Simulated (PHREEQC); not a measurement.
# Alkaline etch or developer: an equilibrium model

Dissolve 0.0011 mol/kgw NH3, 0.00096 mol/kgw CO2 and 0.029 mol/kgw Na2CO3 at 25 °C. Closed to the air; pH follows from the charge balance.

Equilibrium calculation in PHREEQC: ion-association model, phreeqc.dat.

This is a speciation only: nothing precipitates in the calculation.

Task: What pH, density does the model give?

Result: pH 10.89; density 1.000 g/cm³.

Task: In which forms is Na present?

Result: Na+ 86 %, NaCO3- 13 % of the Na.
